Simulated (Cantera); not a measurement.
Thermodynamics of chemical vapour transport, feed MgO + Br2 + N2

Input: 1 mol MgO, 0.018 mol Br2, 0.046 mol N2, held at 0.110 bar.

Cantera equilibrium calculation (NASA polynomials, part measured and part estimated; ideal gas, pure solids and liquids). Candidate condensed phases: Br2, Mg, MgBr2, MgO; 17 gas species. The numbers say what is thermodynamically allowed, not how fast it happens.

```json
[
 {"T (K)": "1023", "x N2": "0.715", "x Br2": "0.274", "x Br": "0.0118", "x MgBr2": "2.64e-5", "n MgO(s)": "1.000"},
 {"T (K)": "1073", "x N2": "0.712", "x Br2": "0.268", "x Br": "0.0200", "x MgBr2": "6.79e-5", "n MgO(s)": "1.000"},
 {"T (K)": "1123", "x N2": "0.707", "x Br2": "0.260", "x Br": "0.0322", "x MgBr2": "0.000159", "n MgO(s)": "1.000"},
 {"T (K)": "1173", "x N2": "0.701", "x Br2": "0.249", "x Br": "0.0493", "x MgBr2": "0.000342", "n MgO(s)": "1.000"},
 {"T (K)": "1223", "x N2": "0.693", "x Br2": "0.234", "x Br": "0.0722", "x MgBr2": "0.000679", "n MgO(s)": "1.000"},
 {"T (K)": "1273", "x N2": "0.682", "x Br2": "0.215", "x Br": "0.101", "x MgBr2": "0.00125", "n MgO(s)": "1.000"},
 {"T (K)": "1323", "x N2": "0.669", "x Br2": "0.192", "x Br": "0.136", "x MgBr2": "0.00215", "n MgO(s)": "1.000"},
 {"T (K)": "1373", "x N2": "0.654", "x Br2": "0.165", "x Br": "0.175", "x MgBr2": "0.00345", "n MgO(s)": "1.000"}
]
```
x: gas mole fraction; n: condensed amount in mol.

From 1023 K to 1373 K the condensed part is MgO(s). The main Mg-bearing gas is MgBr2 throughout.
